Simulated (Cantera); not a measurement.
Cantera run, input and output.

```python
import numpy as np
import cantera as ct

gas = ct.Solution("gri30.yaml")
gas.TPX = 1525, 430000, {'CH4': 1, 'H2': 0.1, 'O2': 1.08, 'N2': 4.06}
reactor = ct.IdealGasReactor(gas, energy="on", clone=False)
net = ct.ReactorNet([reactor])
net.rtol, net.atol = 1e-08, 1e-16
show = ['CH4', 'H2', 'O2', 'HO2', 'C2H2', 'CH3', 'NO']
times = np.geomspace(3e-06, 0.1, 11)

steps = ct.SolutionArray(gas, extra=["t"])
rows = []
print(f"{'t/s':>10s}{'T/K':>9s}{'P/Pa':>11s}" + "".join(f"{s:>11s}" for s in show))
for t in times:
    while net.time < t:
        t_next = net.step()
        steps.append(gas.state, t=t_next)
    rows.append([np.interp(t, steps.t, y) for y in (steps.T, steps.P, *steps(*show).X.T)])
    print(f"{t:10.3e}{rows[-1][0]:9.1f}{rows[-1][1]:11.4g}" + "".join(f"{x:11.3e}" for x in rows[-1][2:]))
rate = np.gradient(steps.T, steps.t)
print("integrator steps:", len(steps.t))
if steps.T.max() > steps.T[0] + 200:
    print(f"time of steepest temperature rise: {steps.t[rate.argmax()]:.4e} s")
gas.TPX = 1525, 430000, {'CH4': 1, 'H2': 0.1, 'O2': 1.08, 'N2': 4.06}
gas.equilibrate("UV")
print(f"equilibrium (UV): T = {gas.T:.1f} K  " + "  ".join(f"{s} {gas[s].X[0]:.3e}" for s in show))
```

It prints:

```
       t/s      T/K       P/Pa        CH4         H2         O2        HO2       C2H2        CH3         NO
 3.000e-06   1525.0    4.3e+05  1.603e-01  1.603e-02  1.731e-01  2.116e-06  5.410e-15  5.214e-06  1.631e-15
 8.500e-06   1524.9    4.3e+05  1.602e-01  1.603e-02  1.731e-01  5.035e-06  7.096e-13  2.017e-05  1.053e-14
 2.408e-05   1525.0    4.3e+05  1.601e-01  1.602e-02  1.730e-01  8.424e-06  1.709e-10  9.992e-05  1.189e-13
 6.823e-05   1529.6  4.313e+05  1.589e-01  1.602e-02  1.724e-01  1.610e-05  5.227e-08  2.896e-04  1.748e-12
 1.933e-04   1599.3  4.519e+05  1.454e-01  1.882e-02  1.632e-01  9.877e-05  1.468e-05  8.038e-04  5.504e-11
 5.477e-04   2889.0  9.438e+05  1.872e-10  1.428e-01  9.356e-05  2.174e-07  9.053e-13  2.920e-10  7.270e-04
 1.552e-03   2888.9  9.437e+05  1.874e-10  1.429e-01  9.347e-05  2.171e-07  9.063e-13  2.923e-10  7.414e-04
 4.397e-03   2888.9  9.437e+05  1.874e-10  1.429e-01  9.347e-05  2.171e-07  9.063e-13  2.923e-10  7.414e-04
 1.246e-02   2888.9  9.437e+05  1.874e-10  1.429e-01  9.347e-05  2.171e-07  9.063e-13  2.923e-10  7.414e-04
 3.529e-02   2888.9  9.437e+05  1.874e-10  1.429e-01  9.347e-05  2.171e-07  9.063e-13  2.923e-10  7.414e-04
 1.000e-01   2888.9  9.437e+05  1.874e-10  1.429e-01  9.347e-05  2.171e-07  9.063e-13  2.923e-10  7.414e-04
integrator steps: 1901
time of steepest temperature rise: 2.4040e-04 s
equilibrium (UV): T = 2888.9 K  CH4 2.110e-10  H2 1.429e-01  O2 9.347e-05  HO2 2.171e-07  C2H2 9.890e-13  CH3 3.291e-10  NO 7.414e-04
```

Computed with Cantera and GRI-Mech 3.0 (53 species, 325 reactions).
